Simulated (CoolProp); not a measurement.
Computed with CoolProp (reference Helmholtz-energy equation of state, Wagner 2002).

Problem. Give the vapour pressure (kPa), liquid density (kg/m³), vapour Z, surface tension (mN/m) of saturated water at 471, 481.3, 522.3 K.

Solution. 
```
T (K)  p (kPa)  liquid density (kg/m³)  vapour Z  surface tension (mN/m)
-----  -------  ----------------------  --------  ----------------------
471       1490                     867     0.909                    38.0
481.3     1840                     855     0.895                    35.6
522.3     3920                     800     0.826                    26.0
```

Surface tension comes from a separate correlation (Mulero 2012).
